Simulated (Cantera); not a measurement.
Charge: 1 mol Si2H6, 3.1 mol O2, 10 mol H2, at 825 K and 0.0900 bar.

Method: chemical equilibrium by Gibbs-energy minimisation in Cantera with the NASA 1993 tables (ideal gas, pure condensed phases). Candidate condensed phases: H2O, Si, SiO2; 18 gas species. The feed counts by its element totals alone. The numbers say what is thermodynamically allowed, not how fast it happens.

Base state: H2 0.831, H2O 0.169 (mole fractions); condensed: SiO2(α-quartz).

Task: What changes in the equilibrium state with this change: Si2H6 replaced by SiCl4?

Result: 
```csv
species,before,after
H2O,0.169,0.350
HCl,0,0.333
H2,0.831,0.317
"SiO2(α-quartz), mol",2.00,1.00
```
